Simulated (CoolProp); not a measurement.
R142b at 293.15 K and 2.6 MPa is throttled through a valve to 0.777 MPa with no heat exchange. Each further row changes one setting.

Model: reference Helmholtz-energy equation of state, Lemmon 2006, in CoolProp. It is a short technical equation, of lower accuracy than the large ones.

```tsv
case	temperature change (K)	final phase	final density (kg/m³)
as stated	+0.5	liquid	1120
outlet pressure 0.233 MPa	-6.6	two-phase, vapour fraction 0.044	200
outlet pressure 1.01 MPa	+0.4	liquid	1130
```
